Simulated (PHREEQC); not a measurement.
# Metal-bearing waste water

Make-up at 25 °C: 0.067 mol/kgw Al2(SO4)3, 8.2e-05 mol/kgw CaCl2, 0.00031 mol/kgw HCl and 0.00089 mol/kgw Na2SO4. Closed to the air; pH follows from the charge balance.

All values are PHREEQC results (ion-association model, phreeqc.dat), not measurements.

Precipitation was switched off in this run.

Question: Estimate the pH.

Answer: pH 3.71.

Question: In which forms is Na present?

Answer: Na+ 94 %, NaSO4- 6.1 % of the Na.

The solution is supersaturated, for example in Gibbsite (slow to form), so a real one may precipitate; this is no full list. Complexes and solids missing from the database can't appear.
